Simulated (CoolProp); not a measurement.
Aqueous methanol as a coolant, 7 % by mass, freezing at -4.4 °C, 1 atm.

The numbers come from the Melinder's fits for secondary coolants in CoolProp.

| T (°C) | cp (kJ/(kg K)) | conductivity (W/(m K)) | density (kg/m³) | Prandtl number |
|---|---|---|---|---|
| -2.3 | 4.279 | 0.521 | 988.4 | 20.7 |
| 3.7 | 4.257 | [?] | 988.3 | [?] |
| 9.7 | 4.238 | [?] | 987.9 | 12.9 |
| 15.7 | 4.219 | 0.549 | [?] | [?] |
| 21.7 | 4.204 | 0.558 | 985.8 | 8.73 |
| 27.7 | 4.190 | 0.567 | 984.2 | [?] |
| 33.7 | 4.180 | [?] | 982.3 | [?] |
| 39.7 | 4.173 | 0.583 | 980.1 | 5.46 |

Fill in the missing entries.


- 3.7, conductivity (W/(m K)): 0.530
- 3.7, Prandtl number: 16.1
- 9.7, conductivity (W/(m K)): 0.540
- 15.7, density (kg/m³): 987.0
- 15.7, Prandtl number: 10.5
- 27.7, Prandtl number: 7.37
- 33.7, conductivity (W/(m K)): 0.575
- 33.7, Prandtl number: 6.31
